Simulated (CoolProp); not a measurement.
Vapour-liquid equilibrium of isohexane (1) + n-heptane (2) at 405.3 K; x and y are mole fractions of (1).

Values from CoolProp's multi-fluid Helmholtz-energy mixture model, Lemmon 2006 and Span 2003; pair parameters Bell 2016.

### Question
Give the bubble pressure and the first vapour's composition at x = 0.35, 0.75, 0.85. Is there an azeotrope?

### Answer
x = 0.35: 0.3763 MPa, y = 0.545; x = 0.75: 0.5313 MPa, y = 0.867; x = 0.85: 0.5724 MPa, y = 0.925. No azeotrope shows between x = 0.05 and 0.95.

Pair parameters are fitted to limited data, so mixtures are less certain than the pure fluids.
